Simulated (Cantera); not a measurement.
Charge: 1 mol SiH₂Cl₂, 0.34 mol NH₃, 1.5 mol N₂, held at 0.000620 bar.

Equilibrium computed with Cantera from the NASA thermochemical tables; the gas is ideal and each condensed phase is pure. Candidate condensed phases: NH₄Cl, Si, Si₃N₄; 28 gas species. The tables' values for SiCl₃, SiCl are old estimates; treat these amounts as uncertain. Equilibrium is a limit: real reactors are often held back by kinetics, nucleation or transport.

x: gas mole fraction; n: condensed amount in mol.

```
T (K)  x HCl   x N₂   x H₂   x SiCl₂   x SiCl₄  n Si₃N₄(s)
-----  -----  -----  -----  --------  --------  ----------
975    0.422  0.315  0.224   1.14e-5    0.0385       0.288
1025   0.431  0.313  0.220   6.00e-5    0.0360       0.291
1075   0.438  0.312  0.215  0.000270    0.0335       0.293
1125   0.443  0.311  0.212   0.00105    0.0309       0.294
1175   0.445  0.311  0.210   0.00355    0.0276       0.293
1225   0.439  0.312  0.210    0.0104    0.0229       0.287
1275   0.421  0.315  0.214       ___       ___       0.274
1325     ___  0.323  0.224       ___       ___         ___
1375   0.332  0.333  0.240    0.0825   0.00389       0.216
1425   0.274  0.345  0.260     0.113   0.00137       0.180
1475   0.220  0.355  0.279     0.140  0.000442       0.146
1525   0.174  0.365  0.296     0.162  0.000138       0.116
1575   0.136  0.372  0.309     0.179   4.30e-5      0.0916
```

Problem. What belongs in the gaps?

Solution. 
- 1325, x HCl: 0.384
- 1325, x SiCl₂: 0.0510
- 1325, x SiCl₄: 0.00910
- 1325, n Si₃N₄(s): 0.249
- 1275, x SiCl₂: 0.0255
- 1275, x SiCl₄: 0.0163
